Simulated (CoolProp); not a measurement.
Saturation properties of R143a.

Model: reference Helmholtz-energy equation of state, Lemmon and Jacobsen 2000, in CoolProp.

```csv
T (°C),p (MPa),vapour density (kg/m³),vapour viscosity (µPa s)
-44.35,…,5.415,…
-38.85,…,6.833,…
-33.45,0.1867,8.494,…
-27.95,0.2331,10.50,9.17
-22.55,0.2869,12.81,9.36
-17.05,0.3509,15.57,9.55
-11.65,0.4238,18.72,9.76
-6.15,0.5093,22.44,9.97
-0.75,…,26.67,10.2
```

Q: Complete the blanks.

A: 
- -44.35, p (MPa): 0.1160
- -44.35, vapour viscosity (µPa s): 8.58
- -38.85, p (MPa): 0.1484
- -38.85, vapour viscosity (µPa s): 8.79
- -33.45, vapour viscosity (µPa s): 8.98
- -0.75, p (MPa): 0.6053

It boils at -47.2 °C under 1 atm.

Viscosity comes from a separate model (Klein 1997), an estimate that may be off by 10 % or more.
